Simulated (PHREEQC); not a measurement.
# Alkaline etch or developer

A solution holds 0.12 mol KOH and 0.01 mol NaAlO2 per kg of water, at 85 °C. Closed to the air; pH follows from the charge balance.

All values are PHREEQC results (ion-association model, wateq4f.dat), not measurements.

This is a speciation only: nothing precipitates in the calculation.

Problem. Predict the pH.

Solution. pH 11.45.

Away from 25 °C the constants follow the database's enthalpies or fits; those with neither stay at their 25 °C values.
